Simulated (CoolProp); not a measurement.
R143a at 401.55 K and 2.22 MPa is compressed adiabatically to 6.51 MPa with isentropic efficiency 0.9. Each further row changes one setting.

Values from CoolProp's reference Helmholtz-energy equation of state, Lemmon and Jacobsen 2000.

```
case             work (kJ/kg)  final temperature (K)  final density (kg/m³)
---------------  ------------  ---------------------  ---------------------
as stated                41.2                      ?                    185
efficiency 1                ?                  455.2                      ?
efficiency 0.65          57.0                      ?                    176
```

**Question.** Complete the blanks.

**Answer.** 
- as stated, final temperature (K): 457.9
- efficiency 1, work (kJ/kg): 37.1
- efficiency 1, final density (kg/m³): 188
- efficiency 0.65, final temperature (K): 468.5
